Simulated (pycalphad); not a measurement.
All values are pycalphad results on the COST 507 light-alloy database (1999) (1 atm), not direct measurements. These are 1990s assessments: newer ones move some temperatures and phases. Diffusion is slow at the low end, where real alloys seldom reach equilibrium.

**Hf-10.82B (wt.%): equilibrium cooling sequence**

```tsv
T (K)	phases above	phases below
3650.2	LIQUID	B2M + LIQUID
2337.9	B2M + LIQUID	B2M + BETA_RHOMBO_B
```

Changes were sought between steps of 100 K, so a narrower field can be missed.

Database names, with the compositions (at.%) that they take in these runs: B2M: B 67 Hf 33. BETA_RHOMBO_B is β-boron.
